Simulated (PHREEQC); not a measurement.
Make-up at 20 °C: 0.13 mol BaBr2, 0.00058 mol Zn(NO3)2 and 0.011 mol AgF per kg of water. Closed to the air; pH follows from the charge balance.

Computed with PHREEQC (ion-association model, wateq4f.dat).

Precipitation was switched off in this run.

Q: Order these Zn species by the share of Zn that they hold, largest first: ZnOH+, ZnF+, Zn+2, ZnBr+.

A: Zn+2 (95 %), ZnF+ (3.3 %), ZnBr+ (1.5 %), ZnOH+ (0.19 %)

The pH is 6.88 and the ionic strength 0.402 mol/kgw. The solution is supersaturated, for example in Bromyrite, so a real one may precipitate; this is no full list.
